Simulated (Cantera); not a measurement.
Feed: 1 mol CF₄, 0.13 mol F₂, 0.027 mol CH₄, at 8.30e-5 bar.

These are equilibrium values from Cantera (NASA tables, ideal gas, pure condensed phases), not measurements of a reactor. Candidate condensed phases: C, C₆H₆, C₇H₈, C₈H₁₈; 95 gas species. Gases not in the tables: C₂F₆ and larger saturated fluorocarbons. The numbers say what is thermodynamically allowed, not how fast it happens.

log p: log10 of the partial pressure in bar; n: condensed amount in mol.

| T (K) | log p F | log p CF₄ | log p CF₂ | log p C | log p HF | log p C₃ | log p CF | log p H | log p C₂ | n C(graphite) |
|---|---|---|---|---|---|---|---|---|---|---|
| 1850 | -4.60 | -4.39 | -4.95 | -12.48 | -5.26 | -13.64 | -7.73 | -10.86 | -14.27 | 0 |
| 2000 | -4.29 | -5.36 | -4.63 | -10.52 | -5.52 | -10.56 | -6.62 | -10.19 | -11.63 | 0.0245 |
| 2150 | -4.15 | [?] | [?] | [?] | -5.63 | [?] | [?] | [?] | [?] | [?] |
| 2300 | -4.12 | -9.00 | -5.52 | -8.08 | -5.66 | -7.78 | -5.89 | -8.50 | -8.83 | 0.810 |
| 2450 | -4.11 | -10.74 | -6.01 | -7.08 | -5.68 | -6.65 | -5.67 | -7.70 | -7.69 | 0.827 |
| 2600 | -4.13 | -12.37 | -6.49 | -6.20 | -5.71 | -5.65 | -5.49 | -6.99 | -6.68 | 0.425 |
| 2750 | -4.15 | -14.05 | -7.14 | -5.63 | -5.81 | -5.41 | -5.54 | -6.42 | -6.21 | 0 |
| 2900 | -4.16 | -15.65 | -7.84 | -5.25 | -6.03 | -5.57 | -5.71 | -6.04 | -6.04 | 0 |
| 3050 | -4.17 | <-16 | -8.55 | -4.98 | -6.40 | -5.95 | -5.95 | -5.87 | -6.05 | 0 |
| 3200 | -4.18 | <-16 | [?] | -4.86 | [?] | [?] | [?] | -5.81 | [?] | 0 |
| 3350 | -4.18 | <-16 | -10.07 | -4.82 | -7.25 | -7.51 | -6.66 | -5.79 | -6.66 | 0 |
| 3500 | -4.18 | <-16 | -10.79 | -4.81 | -7.64 | -8.38 | -7.02 | -5.78 | -7.05 | 0 |

Question: What belongs in the gaps?

Answer: 
- 3200, log p CF₂: -9.32
- 3200, log p HF: -6.83
- 3200, log p C₃: -6.65
- 3200, log p CF: -6.28
- 3200, log p C₂: -6.29
- 2150, log p CF₄: -7.13
- 2150, log p CF₂: -5.02
- 2150, log p C: -9.21
- 2150, log p C₃: -9.07
- 2150, log p CF: -6.19
- 2150, log p H: -9.37
- 2150, log p C₂: -10.13
- 2150, n C(graphite): 0.553
